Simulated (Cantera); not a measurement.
An isothermal, constant-pressure homogeneous reactor starts with C3H8 : H2 = 1 : 30 (molar parts), at 1023 K and 64.0 Pa. Integrator tolerance rtol = 1e-08.

Cantera simulation using GRI-Mech 3.0 (53 species, 325 reactions); the numbers are that mechanism's predictions, not measurements. GRI-Mech 3.0 was tuned for natural gas; its chemistry of propane as a main component is partial and can be far from experiment. GRI-Mech 3.0 stops at C3 and has no aromatics, soot or wall deposition, so with more carbon than oxygen in the feed, carbon stays in small species such as C2H2 where larger ones or solid carbon would form. Radical loss at walls, strong at low pressure, is not modelled.

Q: What does this change do: pressure from 64.0 Pa to 100000 Pa?

A: 
```json
[
 {"quantity": "x(C3H8) at 20.0 s", "before": "0.000129 (gas-phase equilibrium 9.26e-11)", "after": "2.92e-6 (gas-phase equilibrium 1.83e-10)"},
 {"quantity": "x(H2) at 20.0 s", "before": "0.938 (gas-phase equilibrium 0.914)", "after": "0.930 (gas-phase equilibrium 0.903)"},
 {"quantity": "x(C2H6) at 20.0 s", "before": "2.96e-5 (gas-phase equilibrium 1.42e-6)", "after": "0.0163 (gas-phase equilibrium 2.23e-6)"},
 {"quantity": "x(C2H2) at 20.0 s", "before": "0.000615 (gas-phase equilibrium 0.00740)", "after": "3.46e-5 (gas-phase equilibrium 4.86e-9)"},
 {"quantity": "x(H) at 20.0 s", "before": "6.49e-6 (gas-phase equilibrium 1.57e-7)", "after": "9.82e-8 (gas-phase equilibrium 3.96e-9)"},
 {"quantity": "x(C2H4) at 20.0 s", "before": "0.0304 (gas-phase equilibrium 0.00134)", "after": "0.00969 (gas-phase equilibrium 1.35e-6)"}
]
```

Q: What does this change do: C3H8 1 to 0.35 parts?

A: 
```
quantity                                              before                                     after
-----------------  -----------------------------------------  ----------------------------------------
x(C3H8) at 20.0 s  0.000129 (gas-phase equilibrium 9.26e-11)  1.33e-5 (gas-phase equilibrium 5.77e-12)
x(H2) at 20.0 s          0.938 (gas-phase equilibrium 0.914)       0.977 (gas-phase equilibrium 0.967)
x(C2H6) at 20.0 s    2.96e-5 (gas-phase equilibrium 1.42e-6)   8.03e-6 (gas-phase equilibrium 2.28e-7)
x(C2H2) at 20.0 s   0.000615 (gas-phase equilibrium 0.00740)  0.000282 (gas-phase equilibrium 0.00106)
x(H) at 20.0 s       6.49e-6 (gas-phase equilibrium 1.57e-7)   9.19e-6 (gas-phase equilibrium 1.62e-7)
x(C2H4) at 20.0 s     0.0304 (gas-phase equilibrium 0.00134)   0.0110 (gas-phase equilibrium 0.000202)
```
